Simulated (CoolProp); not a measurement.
Vapour-liquid equilibrium of R152A (1) + isobutene (2) at 207.6 K; x and y are mole fractions of (1).

Model: multi-fluid Helmholtz-energy mixture model, Outcalt 1996 and Lemmon 2005; pair parameters Bell 2016, in CoolProp.

```
x     bubble pressure, mixture model (bar)  bubble pressure, Raoult's law (bar)  y, mixture model  y, Raoult's law
----  ------------------------------------  -----------------------------------  ----------------  ---------------
0.05                               0.06591                              0.05029             0.312            0.104
0.2                                0.09585                              0.05881             0.577            0.354
0.35                                0.1071                              0.06732             0.651            0.542
0.5                                 0.1116                              0.07583             0.688            0.687
0.65                                0.1139                              0.08434             0.721            0.803
0.8                                 0.1144                              0.09285             0.777            0.898
0.95                                0.1091                               0.1014             0.911            0.977
```

The largest gap from Raoult's law is +63.0 % in bubble pressure, at x = 0.2. y crosses x between x = 0.65 and 0.8: the model has an azeotrope there.

Pair parameters are fitted to limited data, so mixtures are less certain than the pure fluids. With so large a gap from Raoult's law the liquid may split in two, which this calculation doesn't test in full.
